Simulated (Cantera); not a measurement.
What does this Cantera script print?

```python
import numpy as np
import cantera as ct

gas_names = """
    Fe FeO Fe(OH)2 H HO2 H2 H2O H2O2 H2S H2SO4 O OH O2 O3 S SH SO SO2 SO3 S2 S2O S8
""".split()
cond_names = """
    Fe(a) Fe(c) Fe(d) Fe(L) FeO(s) FeO(L) Fe(OH)2(s) Fe(OH)3(s) FeS(a) FeS(b) FeS(c) FeS(L) FeSO4(s)
    FeS2(s) Fe2O3(s) Fe2S3O12(s) Fe3O4(s) H2O(s) H2O(L) H2SO4(L) S(cr1) S(cr2) S(L)
""".split()


def load(file, names, dense=False):
    # The tables refer to 1 bar. Condensed volumes are neglected.
    table = {s.name: s for s in ct.Species.list_from_file(file)}
    out = []
    for n in names:
        d = dict(table[n].input_data)
        d["thermo"] = dict(d["thermo"], **{"reference-pressure": 1e5})
        if dense:
            d["equation-of-state"] = {"model": "constant-volume", "density": "1e6 g/cm^3"}
        out.append(ct.Species.from_dict(d))
    return out


gas = ct.Solution(thermo="ideal-gas", species=load("nasa_gas.yaml", gas_names))
cond = {s.name: ct.Solution(thermo="fixed-stoichiometry", species=[s], name=s.name)
        for s in load("nasa_condensed.yaml", cond_names, dense=True)}
atoms = {
    'FeS2': {'Fe': 1, 'S': 2},
    'O2': {'O': 2},
    'H2O': {'H': 2, 'O': 1},
}
top_T = {'FeSO4(s)': 950, 'FeS2(s)': 1010, 'Fe2O3(s)': 1830, 'Fe2S3O12(s)': 1100, 'Fe3O4(s)': 1870}  # K; cautious upper limits of use, not melting points


def equilibrate(T, P, feed):
    n = {}
    for name, mol in feed.items():
        for a, k in atoms[name].items():
            n[a] = n.get(a, 0.0) + k * mol
    gas.TPX = T, P, n
    mass = sum(n.values()) * gas.mean_molecular_weight
    gas.equilibrate("TP")
    valid = [c for c in cond.values() if c.min_temp <= T <= top_T.get(c.name, c.max_temp)]
    mix = ct.Mixture([(gas, mass / gas.mean_molecular_weight)] + [(c, 0.0) for c in valid])
    mix.T, mix.P = T, P
    mix.equilibrate("TP", solver="vcs", rtol=1e-11, max_steps=5000)
    return mix


results = []
feed = {'FeS2': 1, 'O2': 0.43, 'H2O': 0.95}  # mol
T = 1123  # K
P = 15000  # Pa
mix = equilibrate(T, P, feed)
results.append((T, P, feed, dict(zip(mix.species_names, mix.species_moles))))
print(gas.report(threshold=1e-06))
for i in range(1, mix.n_phases):
    print(f"{mix.phase(i).name:16s} {mix.phase_moles(i):12.5e} mol")
```

Output:

```
       temperature   1123 K
          pressure   15000 Pa
           density   0.06131 kg/m^3
  mean mol. weight   38.164 kg/kmol
   phase of matter   gas

                          1 kg             1 kmol
                     ---------------   ---------------
          enthalpy       -4.2229e+06       -1.6116e+08  J
   internal energy       -4.4675e+06        -1.705e+08  J
           entropy            7599.6        2.9003e+05  J/K
    Gibbs function       -1.2757e+07       -4.8686e+08  J
 heat capacity c_p            1201.9             45869  J/K
 heat capacity c_v            984.02             37554  J/K

                      mass frac. Y      mole frac. X     chem. pot. / RT
                     ---------------   ---------------   ---------------
                H2        0.00037286         0.0070584           -24.652
               H2O           0.24882           0.52712           -53.676
               H2S          0.037399          0.041886           -34.685
                SH        5.8852e-05        6.7922e-05           -22.358
                SO        0.00021405        0.00016998           -39.056
               SO2           0.47519            0.2831           -68.079
                S2            0.2293           0.13648           -20.064
               S2O         0.0086465         0.0041187           -49.088
     [  +14 minor]        1.6977e-07        1.5992e-07

Fe(a)             0.00000e+00 mol
FeO(s)            0.00000e+00 mol
Fe(OH)2(s)        0.00000e+00 mol
Fe(OH)3(s)        0.00000e+00 mol
FeS(c)            1.00000e+00 mol
Fe2O3(s)          0.00000e+00 mol
Fe3O4(s)          0.00000e+00 mol
S(L)              0.00000e+00 mol
```

Cantera equilibrium calculation (NASA polynomials, part measured and part estimated; ideal gas, pure solids and liquids). FeS: taken at fixed stoichiometry. Gases not in the tables: S3 to S7.
